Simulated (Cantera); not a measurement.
A Cantera script and its output.

```python
import numpy as np
import cantera as ct

gas = ct.Solution("h2o2.yaml")
gas.TPX = 525, 1700000, {'H2': 1, 'O2': 0.806, 'N2': 3.03}
inlet = ct.Reservoir(gas, clone=True)
gas.equilibrate("HP")  # start burning
reactor = ct.IdealGasConstPressureReactor(gas, energy="on", clone=False)
exhaust = ct.Reservoir(gas, clone=True)
tau = [0.036, 0.021, 0.012, 0.0069, 0.004, 0.0023, 0.0013, 0.00076, 0.00044, 0.00025, 0.00015, 8.4e-05, 4.8e-05][0]
for a, b in ((inlet, reactor), (reactor, exhaust)):
    ct.MassFlowController(a, b, mdot=lambda t: reactor.mass / tau)
net = ct.ReactorNet([reactor])
show = ['H2', 'O2', 'H', 'H2O2', 'OH']

rows = []
print(f"{'tau/s':>10s}{'T/K':>9s}" + "".join(f"{s:>11s}" for s in show))
for tau in [0.036, 0.021, 0.012, 0.0069, 0.004, 0.0023, 0.0013, 0.00076, 0.00044, 0.00025, 0.00015, 8.4e-05, 4.8e-05]:
    net.initial_time = 0.0
    net.advance(30 * tau)
    before = gas.X
    net.advance(40 * tau)
    drift = np.max(np.abs(gas.X - before) / (gas.X + 1e-9))
    rows.append([gas.T, *gas[show].X, drift])
    print(f"{tau:10.3e}{gas.T:9.1f}" + "".join(f"{x:11.3e}" for x in gas[show].X))
```

It prints:

```
     tau/s      T/K         H2         O2          H       H2O2         OH
 3.600e-02   2067.0  1.107e-04  7.015e-02  6.708e-06  5.881e-07  1.623e-03
 2.100e-02   2066.9  1.183e-04  7.015e-02  7.078e-06  5.953e-07  1.639e-03
 1.200e-02   2066.7  1.316e-04  7.014e-02  7.745e-06  6.081e-07  1.666e-03
 6.900e-03   2066.3  1.537e-04  7.014e-02  8.890e-06  6.294e-07  1.712e-03
 4.000e-03   2065.7  1.893e-04  7.013e-02  1.083e-05  6.637e-07  1.783e-03
 2.300e-03   2064.8  2.466e-04  7.012e-02  1.422e-05  7.190e-07  1.894e-03
 1.300e-03   2063.3  3.387e-04  7.011e-02  2.027e-05  8.067e-07  2.061e-03
 7.600e-04   2061.3  4.692e-04  7.010e-02  2.999e-05  9.270e-07  2.278e-03
 4.400e-04   2058.5  6.636e-04  7.008e-02  4.662e-05  1.096e-06  2.565e-03
 2.500e-04   2054.4  9.571e-04  7.009e-02  7.582e-05  1.330e-06  2.935e-03
 1.500e-04   2049.4  1.336e-03  7.011e-02  1.195e-04  1.600e-06  3.336e-03
 8.400e-05   2041.6  1.952e-03  7.018e-02  2.022e-04  1.981e-06  3.865e-03
 4.800e-05   2031.2  2.814e-03  7.034e-02  3.368e-04  2.433e-06  4.444e-03
```

Computed with Cantera and the H2/O2 subset of GRI-Mech 3.0, which has no nitrogen chemistry. The hydrogen kinetics of GRI-Mech 3.0 are dated; newer H2 mechanisms differ, most at raised pressure. The pressure lies above the range GRI-Mech 3.0 was tuned for (to about 10 atm).
